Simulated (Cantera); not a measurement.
An adiabatic, constant-pressure homogeneous reactor starts with 5.51 % CH₄, 1.60 % H₂, 17.9 % O₂, 67.3 % N₂, 7.72 % H₂O, equivalence ratio 0.66, at 1700 K and 7500 Torr.

Computed with Cantera and GRI-Mech 3.0 (53 species, 325 reactions).

One state of this run: T (K) = 2713; x CH₄ = <1e-12; x H₂ = 0.00392; x O₂ = 0.0570; x CO₂ = 0.0482; x C₂H₆ = <1e-12; x HCN = 1.02e-10; x HCO = 8.44e-9. x: mole fraction; the columns are a selection and need not sum to one.

Question: Which value of t (s) does it belong to?
A. 2.68e-5
B. 0.000533
C. 6.00e-6
D. 1.27e-5

Answer: B, 0.000533
